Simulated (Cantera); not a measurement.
Feed: 1 mol SiCl4, 0.42 mol Cl2, 730 mol H2, at 1173 K and 3.08 Torr.

These are equilibrium values from Cantera (NASA tables, ideal gas, pure condensed phases), not measurements of a reactor. Candidate condensed phases: Si; 19 gas species. The numbers say what is thermodynamically allowed, not how fast it happens.

Base state: H2 0.993, HCl 0.00641, SiCl2 9.41e-5 (mole fractions); condensed: Si(s).

Problem. What changes in the equilibrium state with this change: SiCl4 replaced by Si2Cl6?

Solution. 
```json
[
 {"species": "H2", "before": "0.993", "after": "0.991"},
 {"species": "HCl", "before": "0.00641", "after": "0.00894"},
 {"species": "SiCl2", "before": "9.41e-5", "after": "0.000183"},
 {"species": "Si(s), mol", "before": "0.929", "after": "1.86"}
]
```
The feed counts by its element totals alone.

Problem. What changes in the equilibrium state with this change: SiCl4 replaced by SiH4?

Solution. 
```tsv
species	before	after
H2	0.993	0.999
HCl	0.00641	0.00114
SiCl2	9.41e-5	2.96e-6
Si(s), mol	0.929	0.998
```
